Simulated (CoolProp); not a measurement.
Vapour-liquid equilibrium of dimethyl carbonate (1) + n-nonane (2) at 0.773 bar; x and y are mole fractions of (1).

Values from CoolProp's multi-fluid Helmholtz-energy mixture model, Zhou 2011 and Lemmon 2006; pair parameters Bell 2016.

**Question.** Give the bubble temperature and the first vapour's composition at x = 0.125, 0.575, 0.725. Is there an azeotrope?

**Answer.** x = 0.125: 108.3 °C, y = 0.668; x = 0.575: 85.3 °C, y = 0.895; x = 0.725: 84.2 °C, y = 0.908. No azeotrope shows between x = 0.05 and 0.95.

The pair parameters rest on a limited set of measurements; away from them the model extrapolates. With so large a gap from Raoult's law the liquid may split in two, which this calculation doesn't test in full.
